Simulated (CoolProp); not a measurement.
Vapour-liquid equilibrium of ethane (1) + propylene (2) at 175.1 K; x and y are mole fractions of (1).

The numbers come from the multi-fluid Helmholtz-energy mixture model, Bücker 2006 and Lemmon 2013; pair parameters Bell 2016 in CoolProp.

```
x      bubble pressure, mixture model (MPa)  bubble pressure, Raoult's law (MPa)  y, mixture model  y, Raoult's law
-----  ------------------------------------  -----------------------------------  ----------------  ---------------
0.05                               0.007940                             0.007423             0.435            0.397
0.125                               0.01253                              0.01149             0.668            0.641
0.2                                 0.01689                              0.01556             0.773            0.758
0.275                               0.02105                              0.01963             0.833            0.826
0.35                                0.02509                              0.02369             0.873            0.871
0.425                               0.02902                              0.02776             0.901            0.902
0.5                                 0.03290                              0.03183             0.923            0.926
0.575                               0.03674                              0.03590             0.941            0.944
0.65                                0.04058                              0.03996             0.955            0.959
0.725                               0.04443                              0.04403             0.967            0.971
0.8                                 0.04831                              0.04810             0.977            0.980
0.875                               0.05224                              0.05217             0.987            0.989
0.95                                0.05624                              0.05624             0.995            0.996
```

The largest gap from Raoult's law is +9.1 % in bubble pressure, at x = 0.125. No azeotrope shows between x = 0.05 and 0.95.

The pair parameters rest on a limited set of measurements; away from them the model extrapolates.
